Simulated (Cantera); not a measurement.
## Premixed flame

A freely propagating, adiabatic, planar premixed flame of 48.0 % H2, 10.9 % O2, 41.1 % N2, equivalence ratio 2.2, unburnt at 350 K and 500000 Pa; mixture-averaged transport, grid criteria slope 0.08 and curve 0.16, no radiation.

Computed with Cantera and the H2/O2 subset of GRI-Mech 3.0, which has no nitrogen chemistry. The hydrogen kinetics of GRI-Mech 3.0 are dated; newer H2 mechanisms differ, most at raised pressure. Burning velocities carry a grid error of a few per cent, more on coarse grids.

| z (mm) | T (K) | u (m/s) | x H2 | x O2 | x OH | x H2O2 | x H2O | x H |
|---|---|---|---|---|---|---|---|---|
| -0.146 | 350 | 3.36 | 0.480 | 0.109 | <1e-8 | <1e-8 | <1e-8 | <1e-8 |
| -0.0974 | 350 | 3.36 | 0.480 | 0.109 | <1e-8 | <1e-8 | 6.65e-8 | <1e-8 |
| -0.0731 | 350 | 3.36 | 0.480 | 0.109 | <1e-8 | <1e-8 | 7.29e-7 | <1e-8 |
| -0.0487 | 354 | 3.38 | 0.479 | 0.109 | <1e-8 | 2.50e-7 | 2.35e-5 | <1e-8 |
| -0.0244 | 454 | 4.22 | 0.461 | 0.111 | 3.04e-5 | 4.80e-5 | 0.00382 | 1.26e-5 |
| -0.0122 | 789 | 7.09 | 0.422 | 0.102 | 0.000731 | 0.000122 | 0.0344 | 0.00209 |
| 0 | 1185 | 10.4 | 0.370 | 0.0756 | 0.00107 | 4.46e-5 | 0.0941 | 0.0123 |
| 0.0122 | 1463 | 12.8 | 0.320 | 0.0425 | 0.00171 | 5.88e-6 | 0.158 | 0.0261 |
| 0.0244 | 1621 | 14.1 | 0.289 | 0.0192 | 0.00204 | 1.83e-6 | 0.202 | 0.0348 |
| 0.0487 | 1755 | 15.2 | 0.271 | 0.00322 | 0.00205 | 6.88e-7 | 0.233 | 0.0363 |
| 0.0974 | 1850 | 16.0 | 0.273 | 0.000208 | 0.00182 | 2.83e-7 | 0.240 | 0.0281 |
| 0.195 | 1924 | 16.5 | 0.279 | 2.94e-5 | 0.00138 | 1.30e-7 | 0.242 | 0.0185 |
| 0.390 | 1978 | 16.9 | 0.284 | 1.06e-5 | 0.000910 | 5.47e-8 | 0.244 | 0.0111 |
x: mole fraction of selected species; z is measured from the peak of heat release.

- laminar burning velocity = 336 cm/s
- thermal thickness = 0.0487 mm
- peak x(OH) = 0.00208
- peak x(H2O2) = 0.000124
- peak x(H) = 0.0372
- grid points = 109
